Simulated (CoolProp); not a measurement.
Saturation properties of R125 (Tc = 339.2 K, pc = 3618 kPa, ω = 0.305).

Computed with CoolProp (reference Helmholtz-energy equation of state, Lemmon 2005).

```json
[
 {"T (K)": "220", "p (kPa)": "78.50", "liquid density (kg/m³)": "1532", "liquid cp (kJ/(kg K))": "1.104", "vapour Z": "0.9641", "surface tension (mN/m)": "14.4"},
 {"T (K)": "224.6", "p (kPa)": "99.05", "liquid density (kg/m³)": "1515", "liquid cp (kJ/(kg K))": "1.114", "vapour Z": "?", "surface tension (mN/m)": "13.7"},
 {"T (K)": "229.2", "p (kPa)": "123.6", "liquid density (kg/m³)": "1499", "liquid cp (kJ/(kg K))": "1.123", "vapour Z": "0.9508", "surface tension (mN/m)": "13.0"},
 {"T (K)": "233.8", "p (kPa)": "152.7", "liquid density (kg/m³)": "1482", "liquid cp (kJ/(kg K))": "1.134", "vapour Z": "0.9430", "surface tension (mN/m)": "12.4"},
 {"T (K)": "238.4", "p (kPa)": "186.9", "liquid density (kg/m³)": "1464", "liquid cp (kJ/(kg K))": "1.145", "vapour Z": "0.9345", "surface tension (mN/m)": "11.7"},
 {"T (K)": "243", "p (kPa)": "226.7", "liquid density (kg/m³)": "1447", "liquid cp (kJ/(kg K))": "1.156", "vapour Z": "0.9252", "surface tension (mN/m)": "11.0"},
 {"T (K)": "247.6", "p (kPa)": "272.7", "liquid density (kg/m³)": "1429", "liquid cp (kJ/(kg K))": "?", "vapour Z": "0.9151", "surface tension (mN/m)": "10.4"},
 {"T (K)": "252.2", "p (kPa)": "325.5", "liquid density (kg/m³)": "1410", "liquid cp (kJ/(kg K))": "1.181", "vapour Z": "0.9041", "surface tension (mN/m)": "9.75"},
 {"T (K)": "256.8", "p (kPa)": "?", "liquid density (kg/m³)": "?", "liquid cp (kJ/(kg K))": "1.195", "vapour Z": "0.8923", "surface tension (mN/m)": "?"},
 {"T (K)": "261.4", "p (kPa)": "454.2", "liquid density (kg/m³)": "1372", "liquid cp (kJ/(kg K))": "1.210", "vapour Z": "0.8795", "surface tension (mN/m)": "8.49"},
 {"T (K)": "266", "p (kPa)": "531.4", "liquid density (kg/m³)": "1352", "liquid cp (kJ/(kg K))": "1.226", "vapour Z": "0.8657", "surface tension (mN/m)": "7.88"},
 {"T (K)": "270.6", "p (kPa)": "618.1", "liquid density (kg/m³)": "1332", "liquid cp (kJ/(kg K))": "1.244", "vapour Z": "0.8510", "surface tension (mN/m)": "7.27"},
 {"T (K)": "275.2", "p (kPa)": "715.0", "liquid density (kg/m³)": "1310", "liquid cp (kJ/(kg K))": "1.264", "vapour Z": "0.8351", "surface tension (mN/m)": "6.67"},
 {"T (K)": "279.8", "p (kPa)": "822.9", "liquid density (kg/m³)": "1288", "liquid cp (kJ/(kg K))": "1.285", "vapour Z": "?", "surface tension (mN/m)": "6.08"},
 {"T (K)": "284.4", "p (kPa)": "942.5", "liquid density (kg/m³)": "1265", "liquid cp (kJ/(kg K))": "1.310", "vapour Z": "0.7997", "surface tension (mN/m)": "?"}
]
```

Fill in the missing entries.


- 224.6, vapour Z: 0.9578
- 247.6, liquid cp (kJ/(kg K)): 1.168
- 256.8, p (kPa): 385.8
- 256.8, liquid density (kg/m³): 1391
- 256.8, surface tension (mN/m): 9.12
- 279.8, vapour Z: 0.8180
- 284.4, surface tension (mN/m): 5.51

It boils at 225.1 K under 1 atm.

Surface tension comes from a separate correlation (Mulero 2012).
